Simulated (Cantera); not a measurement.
# MgO + CO (carbothermic reduction)

Charge: 1 mol MgO, 0.76 mol CO, equilibrated at 1.33 mbar.

These are equilibrium values from Cantera (NASA tables, ideal gas, pure condensed phases), not measurements of a reactor. Candidate condensed phases: C, Mg, MgCO₃, MgO; 15 gas species. Equilibrium is a limit: real reactors are often held back by kinetics, nucleation or transport.

| T (K) | x CO | x Mg | x CO₂ | x O | x O₂ | x MgO | n C(graphite) | n MgO(s) |
|---|---|---|---|---|---|---|---|---|
| 975 | 0.999 | <1e-12 | 0.00128 | <1e-12 | <1e-12 | <1e-12 | 0.000970 | 1.00 |
| 1075 | 1.000 | 8.42e-10 | 0.000181 | <1e-12 | <1e-12 | <1e-12 | 0.000138 | 1.00 |
| 1175 | 1.000 | 3.30e-7 | 3.61e-5 | <1e-12 | <1e-12 | <1e-12 | 0 | 1.00 |
| 1275 | 1.000 | 2.16e-5 | 2.16e-5 | <1e-12 | <1e-12 | <1e-12 | 0 | 1.000 |
| 1375 | 1.000 | 0.000103 | 0.000103 | <1e-12 | <1e-12 | <1e-12 | 0 | 1.000 |
| 1475 | 0.999 | 0.000396 | 0.000396 | 2.85e-12 | <1e-12 | 1.23e-11 | 0 | 1.000 |
| 1575 | 0.997 | 0.00128 | 0.00128 | 1.47e-10 | <1e-12 | 3.69e-10 | 0 | 0.999 |
| 1675 | 0.993 | 0.00359 | 0.00359 | 4.73e-9 | 2.56e-11 | 7.38e-9 | 0 | 0.997 |
| 1775 | 0.982 | 0.00889 | 0.00889 | 1.03e-7 | 1.54e-9 | 1.05e-7 | 0 | 0.993 |
| 1875 | 0.960 | 0.0199 | 0.0199 | 1.62e-6 | 6.02e-8 | 1.12e-6 | 0 | 0.985 |
| 1975 | 0.919 | 0.0403 | 0.0403 | 1.94e-5 | 1.65e-6 | 9.41e-6 | 0 | 0.968 |
| 2075 | 0.850 | 0.0750 | 0.0747 | 0.000186 | 3.39e-5 | 6.41e-5 | 0 | 0.938 |
| 2175 | 0.743 | 0.128 | 0.126 | 0.00148 | 0.000551 | 0.000365 | 0 | 0.887 |
x: gas mole fraction; n: condensed amount in mol.

From 975 K to 1075 K the condensed part is C(graphite) + MgO(s). From 1175 K to 2175 K the condensed part is MgO(s).
